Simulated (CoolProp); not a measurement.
A closed Brayton cycle with carbon dioxide: compressor inlet 313.15 K and 9.1 MPa, high pressure 22.4 MPa, turbine inlet 795 K, compressor efficiency 0.89, turbine efficiency 0.93, recuperator effectiveness 0.8 (on enthalpy, no pinch check). Each further row changes one setting.

Model: reference Helmholtz-energy equation of state, Span 1996, in CoolProp.

| case | thermal efficiency (%) | net work (kJ/kg) | compressor to turbine work | compressor exit (K) | turbine exit (K) |
|---|---|---|---|---|---|
| as stated | 29.7 | 92.9 | 0.21 | 351.6 | 685.8 |
| turbine inlet 745 K | 28.7 | 84.3 | 0.23 | 351.6 | [?] |
| compressor inlet 323.15 K | 29.4 | [?] | 0.32 | 389.3 | 685.8 |
| high pressure 19 MPa | 26.8 | 78.6 | 0.20 | [?] | [?] |
| recuperator effectiveness 0.5 | [?] | 92.9 | 0.21 | 351.6 | 685.8 |

Question: Complete the blanks.

Answer: 
- turbine inlet 745 K, turbine exit (K): 639.8
- compressor inlet 323.15 K, net work (kJ/kg): 79.7
- high pressure 19 MPa, compressor exit (K): 344.3
- high pressure 19 MPa, turbine exit (K): 705.3
- recuperator effectiveness 0.5, thermal efficiency (%): 21.4
